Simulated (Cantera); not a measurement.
Charge: 1 mol Al, 52 mol NH3, 2.6 mol H2, 0.84 mol N2, at 1625 °C and 0.0290 bar.

Method: chemical equilibrium by Gibbs-energy minimisation in Cantera with the NASA 1993 tables (ideal gas, pure condensed phases). Candidate condensed phases: Al, AlN; 13 gas species. Rates play no part.

Base state: H2 0.749, N2 0.246, H 0.00398, Al 0.00109, AlH 5.69e-5 (mole fractions); condensed: AlN(s).

Q: What changes in the equilibrium state with this change: temperature from 1625 °C to 977 °C?

A: 
```json
[
 {"species": "H2", "before": "0.749", "after": "0.754"},
 {"species": "N2", "before": "0.246", "after": "0.246"},
 {"species": "H", "before": "0.00398", "after": "2.46e-6"},
 {"species": "Al", "before": "0.00109", "after": "<1e-9"},
 {"species": "AlH", "before": "5.69e-5", "after": "<1e-9"},
 {"species": "AlN(s), mol", "before": "0.877", "after": "1.00"}
]
```
